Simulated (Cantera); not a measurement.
**Hydrocarbon pyrolysis for carbon deposition**

An isothermal, constant-pressure homogeneous reactor starts with CH₄ : N₂ = 1 : 10 (molar parts), at 1800 K and 1.00 bar.

Detailed kinetics in Cantera: GRI-Mech 3.0 (53 species, 325 reactions). GRI-Mech 3.0 stops at C3 and has no aromatics, soot or wall deposition, so with more carbon than oxygen in the feed, carbon stays in small species such as C2H2 where larger ones or solid carbon would form.

```csv
t (s),x CH₄,x C₂H,x HCN,x C₂H₆,x C₂H₂,x CH₂,x H
1.00e-6,0.0909,<1e-12,<1e-12,7.56e-11,<1e-12,4.99e-11,1.05e-6
4.35e-6,0.0909,<1e-12,<1e-12,8.16e-9,3.39e-12,9.73e-10,1.08e-6
1.89e-5,0.0908,<1e-12,1.53e-12,6.39e-7,2.06e-9,1.45e-8,1.14e-6
8.23e-5,0.0901,2.36e-11,6.72e-11,3.02e-5,9.22e-7,1.92e-7,2.13e-6
0.000358,0.0840,6.63e-9,6.26e-9,0.000343,0.000323,1.23e-6,1.37e-5
0.00156,0.0539,1.32e-7,1.93e-7,0.000167,0.0133,1.03e-6,5.34e-5
0.00678,0.0232,2.61e-7,8.56e-7,2.55e-5,0.0304,4.42e-7,9.04e-5
0.0295,0.00646,3.37e-7,2.10e-6,2.02e-6,0.0385,1.41e-7,0.000116
0.128,0.00153,3.64e-7,3.51e-6,1.22e-7,0.0408,3.58e-8,0.000125
0.558,0.000561,3.70e-7,5.21e-6,2.17e-8,0.0413,1.33e-8,0.000127
2.43,0.000512,3.70e-7,1.06e-5,1.91e-8,0.0413,1.22e-8,0.000127
10.6,0.000512,3.70e-7,3.94e-5,1.91e-8,0.0413,1.22e-8,0.000127
46.0,0.000511,3.69e-7,0.000190,1.90e-8,0.0412,1.21e-8,0.000127
200,0.000509,3.66e-7,0.000831,1.89e-8,0.0409,1.21e-8,0.000127
```
x: mole fraction; the columns are a selection and need not sum to one.

Equilibrium at this temperature and pressure: CH₄ 0.000274, C₂H 1.04e-7, HCN 0.0596, C₂H₆ 5.44e-9, C₂H₂ 0.0117, CH₂ 6.49e-9, H 0.000127 (gas phase only).
